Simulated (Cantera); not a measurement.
Standard-state values (1 bar) from the NASA 1993 polynomials, evaluated with Cantera. Values are per mole of reaction as written; species without (g) are pure solids or liquids, kept so even where they would boil at 1 bar.

Question: Between 300 and 1050 K, where is each reaction favourable under standard conditions?
- NbO₂(g) + 2 H₂O(g) = Nb + 4 OH(g)

Answer: 
- NbO₂(g) + 2 H₂O(g) = Nb + 4 OH(g): ΔG° is 805 kJ at 300 K and 700 kJ at 1050 K; it stays positive (K < 1). ΔH° is 856 kJ and ΔS° 148 J/K at 1050 K.
